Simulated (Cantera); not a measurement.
Input: 1 mol NiS, 89 mol H2, 23 mol N2, equilibrated at 1525 °C.

Equilibrium computed with Cantera from the NASA thermochemical tables; the gas is ideal and each condensed phase is pure. Candidate condensed phases: Ni, NiS, NiS2, Ni3S2, Ni3S4, S; 17 gas species. Equilibrium is a limit: real reactors are often held back by kinetics, nucleation or transport.

x: gas mole fraction; n: condensed amount in mol.

```
P (Pa)    x H2   x N2       x H     x H2S     x Ni  n Ni(l)
-------  -----  -----  --------  --------  -------  -------
10       0.755  0.199    0.0306  0.000346  0.00855        0
36       0.768  0.201    0.0163  0.000730  0.00849        0
130      0.775  0.202   0.00860   0.00140  0.00833        0
460      0.782  0.204   0.00460   0.00254        ?    0.653
1700     0.785  0.204   0.00240   0.00422        ?    0.901
6000     0.786  0.205   0.00128   0.00602        ?    0.970
22000    0.786  0.205  0.000666   0.00746        ?    0.992
77000    0.786  0.205  0.000356   0.00825        ?    0.998
280000   0.786  0.205  0.000187   0.00862        ?    0.999
1000000  0.786  0.205   9.88e-5   0.00878        ?    1.000
```

Some entries are withheld; supply them.


- 460, x Ni: 0.00280
- 1700, x Ni: 0.000757
- 6000, x Ni: 0.000214
- 22000, x Ni: 5.85e-5
- 77000, x Ni: 1.67e-5
- 280000, x Ni: 4.59e-6
- 1000000, x Ni: 1.29e-6
